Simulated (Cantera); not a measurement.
**Ignition delay**

Mixture: CH₄ : O₂ : N₂ = 1 : 4 : 15 (molar parts), equivalence ratio 0.50, at 5.00 bar, adiabatic and at constant pressure. Ignition delay is the time to a rise of 400 K.

Detailed kinetics in Cantera: GRI-Mech 3.0 (53 species, 325 reactions).

```json
[
 {"T0 (K)": "1073", "delay (ms)": "42.3"},
 {"T0 (K)": "1173", "delay (ms)": "10.2"},
 {"T0 (K)": "1273", "delay (ms)": "2.88"},
 {"T0 (K)": "1373", "delay (ms)": "0.924"},
 {"T0 (K)": "1473", "delay (ms)": "0.334"},
 {"T0 (K)": "1573", "delay (ms)": "0.136"},
 {"T0 (K)": "1673", "delay (ms)": "0.0618"},
 {"T0 (K)": "1773", "delay (ms)": "0.0312"},
 {"T0 (K)": "1873", "delay (ms)": "0.0173"},
 {"T0 (K)": "1973", "delay (ms)": "0.0103"}
]
```

```yaml
apparent activation energy between 1773 and 1973 K: 160 kJ/mol
```
